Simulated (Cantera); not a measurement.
Feed: 1 mol CuO, 0.33 mol C, 0.28 mol CO, equilibrated at 2202 °C and 10.0 mbar.

Method: chemical equilibrium by Gibbs-energy minimisation in Cantera with the NASA 1993 tables (ideal gas, pure condensed phases). Candidate condensed phases: C, Cu, CuO, Cu₂O; 15 gas species. The numbers say what is thermodynamically allowed, not how fast it happens.

Base state: Cu 0.544, CO 0.175, CO₂ 0.158, O₂ 0.0847, O 0.0372, CuO 0.00116, Cu₂ 0.000293 (mole fractions); condensed: gas only.

**Question.** What changes in the equilibrium state with this change: temperature from 2202 °C to 1152 °C?

**Answer.** 
| species | before | after |
|---|---|---|
| CO₂ | 0.158 | 0.997 |
| O₂ | 0.0847 | 0.00200 |
| CO | 0.175 | 0.000334 |
| Cu | 0.544 | 0.000217 |
| O | 0.0372 | 6.20e-7 |
| Cu₂ | 0.000293 | 5.10e-8 |
| CuO | 0.00116 | 2.24e-7 |
| Cu(l), mol | 0 | 0.884 |
| Cu₂O(s), mol | 0 | 0.0578 |
Mutual solubility and eutectic melting of coexisting phases are not modelled.
